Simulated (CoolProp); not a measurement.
A single-stage vapour-compression cycle with the fluid: evaporating at 301.15 K (dew point), condensing at 342.15 K (bubble point), superheat 10 K, subcooling 0 K, compressor efficiency 0.9, no pressure losses. The same conditions are run with several fluids, on thermodynamics alone (safety and materials aside).

Model: reference Helmholtz-energy equation of state of each fluid (CH2F2 (R32): Tillner-Roth 1997; tetrahydrofuran: Fiedler 2023; neopentane: Lemmon 2006; R245ca: Zhou 2016; R123: Younglove 1994; R124: de Vries 1995), in CoolProp.

Question: Rank CH2F2 (R32), tetrahydrofuran, neopentane, R245ca, R123, R124 by cooling COP, highest first.

Answer: tetrahydrofuran (5.94), R123 (5.63), R245ca (5.49), neopentane (5.25), R124 (5.11), CH2F2 (R32) (4.16)

| fluid | pressure ratio | discharge temperature (K) | refrigerating effect (kJ/kg) | volumetric capacity (kJ/m³) |
|---|---|---|---|---|
| CH2F2 (R32) | 2.61 | 382.6 | 183 | 8680 |
| tetrahydrofuran | 4.54 | 365.1 | 380 | 263 |
| neopentane | 3.04 | 342.1 | 218 | 1220 |
| R245ca | 3.78 | 346.0 | 154 | 930 |
| R123 | 3.60 | 350.5 | 134 | 840 |
| R124 | 2.94 | 350.2 | 104 | 2550 |

The compression ends wet for: neopentane.
